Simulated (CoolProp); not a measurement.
R1234ze(Z) along the isobar 815 kPa: Z from the reference equation and from simpler models built on Tc = 423.3 K, pc = 3531 kPa, ω = 0.327; each cubic takes its own stable root.

Computed with CoolProp (reference Helmholtz-energy equation of state, Akasaka 2019).

```csv
T (K),phase,reference
327.7,liquid,0.02985
337,liquid,0.02979
346.4,liquid,0.02984
355.8,gas,0.8112
365.1,gas,0.8319
374.5,gas,0.8495
383.8,gas,0.8642
393.2,gas,0.8771
402.6,gas,0.8882
411.9,gas,0.8980
421.3,gas,0.9066
430.6,gas,0.9143
440,gas,0.9212
```

Q: How far does each simpler model (van der Waals, Redlich-Kwong, Peng-Robinson) lie from the reference over these 13 states: mean and median of the absolute difference, and the worst?

A: 
- van der Waals: mean 650.2 %, median 4.8 %, worst +2835.3 % at 346.4 K and 815 kPa
- Redlich-Kwong: mean 419.3 %, median 2.6 %, worst +2721.4 % at 346.4 K and 815 kPa
- Peng-Robinson: mean 2.8 %, median 0.7 %, worst +10.5 % at 346.4 K and 815 kPa

At some of these states van der Waals, Redlich-Kwong gives the other phase, because its saturation line lies elsewhere.
